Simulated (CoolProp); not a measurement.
Cyclohexane along the isotherm 603.8 K: density (kg/m³) from the reference equation and from simpler models built on Tc = 553.6 K, pc = 4.081 MPa, ω = 0.209; each cubic takes its own stable root.

Computed with CoolProp (reference Helmholtz-energy equation of state, Zhou 2014).

| p (MPa) | phase | reference | ideal gas | van der Waals | Redlich-Kwong | Soave-Redlich-Kwong | Peng-Robinson |
|---|---|---|---|---|---|---|---|
| 2.91 | gas | 61.68 | 48.78 | 61.21 | 62.02 | 61.18 | 62.92 |
| 5.83 | supercritical | 197.7 | 97.73 | 221.0 | 202.4 | 184.2 | 195.3 |
| 8.74 | supercritical | 372.7 | 146.5 | 309.8 | 342.5 | 323.6 | 351.2 |
| 11.7 | supercritical | 432.5 | 196.1 | 342.8 | 398.9 | 385.3 | 422.3 |
| 14.6 | supercritical | 464.6 | 244.8 | 363.5 | 433.8 | 422.8 | 465.4 |
| 17.5 | supercritical | 487.1 | 293.4 | 378.9 | 459.8 | 450.4 | 496.9 |
| 20.4 | supercritical | 504.6 | 342.0 | 391.2 | 480.6 | 472.3 | 521.8 |
| 23.3 | supercritical | 518.9 | 390.6 | 401.4 | 498.0 | 490.5 | 542.4 |
| 26.2 | supercritical | 531.1 | 439.2 | 410.2 | 513.0 | 506.1 | 560.0 |
| 29.1 | supercritical | 541.8 | 487.8 | 417.8 | 526.1 | 519.7 | 575.3 |
| 32.1 | supercritical | 551.7 | 538.1 | 424.8 | 538.1 | 532.2 | 589.4 |
| 35 | supercritical | 560.2 | 586.7 | 430.9 | 548.6 | 543.1 | 601.5 |
| 37.9 | supercritical | 568.0 | 635.4 | 436.3 | 558.1 | 553.0 | 612.5 |
| 40.8 | supercritical | 575.2 | 684.0 | 441.3 | 566.8 | 562.0 | 622.6 |
